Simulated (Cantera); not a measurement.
Pyrogenic steam for wet oxidation

An isothermal, constant-pressure homogeneous reactor starts with H2 : O2 : N2 = 1.1 : 1 : 0.75 (molar parts), equivalence ratio 0.55, at 898 K and 41000 Pa.

Detailed kinetics in Cantera: GRI-Mech 3.0 (53 species, 325 reactions). Below about 950 K walls govern HO2 and H2O2 in real vessels. The temperature is held fixed by assumption; the heat of reaction is taken as removed at once.

```
t (s)         x H2   x O2     x H2O       x O      x OH     x N2O       x H
--------  --------  -----  --------  --------  --------  --------  --------
6.00e-6      0.386  0.351  1.24e-12    <1e-12    <1e-12    <1e-12  9.41e-12
2.44e-5      0.386  0.351  2.82e-11  5.03e-12  1.31e-12    <1e-12  3.73e-11
9.91e-5      0.386  0.351  6.30e-10  3.11e-11  7.65e-12    <1e-12  2.02e-10
0.000403     0.386  0.351   3.14e-8  6.14e-10  1.49e-10    <1e-12   3.87e-9
0.00164      0.338  0.331    0.0554  0.000585  0.000407  1.98e-10   0.00376
0.00665      0.271  0.305     0.142   1.07e-8   5.36e-9  5.52e-10   5.33e-8
0.0270       0.271  0.305     0.142   1.22e-8   6.24e-9  5.55e-10   6.12e-8
0.110        0.270  0.304     0.144   2.29e-8   1.26e-8  5.68e-10   1.15e-7
0.447        0.256  0.298     0.160   6.76e-8   4.89e-8  7.03e-10   3.43e-7
1.82         0.173  0.264     0.263   6.23e-8   6.24e-8   1.54e-9   2.51e-7
7.38        0.0175  0.203     0.456   4.99e-8   9.78e-8   5.17e-9   3.85e-8
30.0      0.000225  0.196     0.478  5.05e-10   1.28e-8   7.58e-9  6.69e-11
```
x: mole fraction; the columns are a selection and need not sum to one.

Equilibrium at this temperature and pressure: H2 5.05e-12, O2 0.196, H2O 0.478, O 3.47e-12, OH 3.37e-8, N2O 2.14e-10, H <1e-12 (gas phase only).
